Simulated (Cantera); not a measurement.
A freely propagating, adiabatic, planar premixed flame of CH4 : O2 : N2 = 1 : 1.67 : 4.33 (molar parts), equivalence ratio 1.2, unburnt at 375 K and 3750 Torr; mixture-averaged transport, grid criteria slope 0.08 and curve 0.16, no radiation.

Cantera simulation using GRI-Mech 3.0 (53 species, 325 reactions); the numbers are that mechanism's predictions, not measurements. Burning velocities carry a grid error of a few per cent, more on coarse grids.

Task: Predict: laminar burning velocity; thermal thickness; peak x(H2O2); peak x(CH3); peak x(CO).

Result: 
- laminar burning velocity: 57.2 cm/s
- thermal thickness: 0.0810 mm
- peak x(H2O2): 5.97e-5
- peak x(CH3): 0.00442
- peak x(CO): 0.0790
